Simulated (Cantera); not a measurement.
A Cantera script and its output.

```python
import numpy as np
import cantera as ct

gas = ct.Solution("gri30.yaml")
gas.TPX = 1125, 5600, {'N2O': 1, 'H2': 0.031, 'N2': 5.1}
reactor = ct.IdealGasConstPressureReactor(gas, energy="off", clone=False)
net = ct.ReactorNet([reactor])
net.rtol, net.atol = 1e-08, 1e-18
show = ['N2O', 'H2', 'H', 'O', 'NO2', 'N2', 'H2O2']
times = np.geomspace(0.0002, 3, 9)

steps = ct.SolutionArray(gas, extra=["t"])
rows = []
print(f"{'t/s':>10s}{'T/K':>9s}{'P/Pa':>11s}" + "".join(f"{s:>11s}" for s in show))
for t in times:
    while net.time < t:
        t_next = net.step()
        steps.append(gas.state, t=t_next)
    rows.append([np.interp(t, steps.t, y) for y in (steps.T, steps.P, *steps(*show).X.T)])
    print(f"{t:10.3e}{rows[-1][0]:9.1f}{rows[-1][1]:11.4g}" + "".join(f"{x:11.3e}" for x in rows[-1][2:]))
rate = np.gradient(steps.T, steps.t)
print("integrator steps:", len(steps.t))
if steps.T.max() > steps.T[0] + 200:
    print(f"time of steepest temperature rise: {steps.t[rate.argmax()]:.4e} s")
gas.TPX = 1125, 5600, {'N2O': 1, 'H2': 0.031, 'N2': 5.1}
gas.equilibrate("TP")
print(f"equilibrium (TP): T = {gas.T:.1f} K  " + "  ".join(f"{s} {gas[s].X[0]:.3e}" for s in show))
```

Output:

```
       t/s      T/K       P/Pa        N2O         H2          H          O        NO2         N2       H2O2
 2.000e-04   1125.0       5600  1.631e-01  5.056e-03  1.177e-08  9.816e-08  2.183e-17  8.318e-01  6.902e-16
 6.653e-04   1125.0       5600  1.631e-01  5.056e-03  8.858e-08  2.051e-07  3.028e-15  8.318e-01  7.524e-14
 2.213e-03   1125.0       5600  1.631e-01  5.052e-03  4.469e-07  2.553e-07  9.316e-13  8.318e-01  5.696e-12
 7.363e-03   1125.0       5600  1.631e-01  5.009e-03  1.493e-06  2.576e-07  2.369e-10  8.319e-01  2.356e-10
 2.449e-02   1125.0       5600  1.627e-01  4.637e-03  3.486e-06  2.996e-07  1.033e-08  8.323e-01  2.768e-09
 8.149e-02   1125.0       5600  1.608e-01  2.839e-03  3.421e-06  3.979e-07  6.345e-08  8.341e-01  4.614e-09
 2.711e-01   1125.0       5600  1.583e-01  5.776e-04  4.834e-07  4.825e-07  9.341e-07  8.365e-01  4.207e-09
 9.018e-01   1125.0       5600  1.569e-01  3.638e-05  1.607e-08  5.076e-07  8.585e-06  8.374e-01  1.177e-09
 3.000e+00   1125.0       5600  1.541e-01  5.720e-08  1.064e-09  4.945e-07  2.421e-05  8.389e-01  4.983e-10
integrator steps: 1012
equilibrium (TP): T = 1125.0 K  N2O 1.286e-09  H2 1.776e-10  H 2.519e-12  O 5.311e-09  NO2 2.358e-07  N2 9.220e-01  H2O2 3.515e-12
```

Model: GRI-Mech 3.0 (53 species, 325 reactions), integrated in Cantera. GRI-Mech 3.0 was tuned for natural gas; its chemistry of N2O as a main component is partial and can be far from experiment. The mechanism lacks the step 2 NO + O2 → 2 NO2, which can matter for NO2 below about 1400 K. The temperature is held fixed by assumption; the heat of reaction is taken as removed at once.
